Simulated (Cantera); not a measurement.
An isothermal, constant-pressure homogeneous reactor starts with 0.208 % CH3OH, 0.920 % O2, 98.9 % N2, equivalence ratio 0.34, at 1425 K and 3.10 bar.

Cantera simulation using GRI-Mech 3.0 (53 species, 325 reactions); the numbers are that mechanism's predictions, not measurements. GRI-Mech 3.0 was tuned for natural gas; its chemistry of methanol as a main component is partial and can be far from experiment.

One state of this run: x CH3OH = <1e-12; x O2 = 0.00611; x CO = 8.78e-5; x HCO = <1e-12; x CH3 = <1e-12; x NO = 5.99e-7; x NO2 = 6.47e-9. x: mole fraction; the columns are a selection and need not sum to one.

**Question.** Which value of t (s) does it belong to?
(A) 0.00707
(B) 0.000771
(C) 5.45
(D) 50.0

**Answer.** A, 0.00707
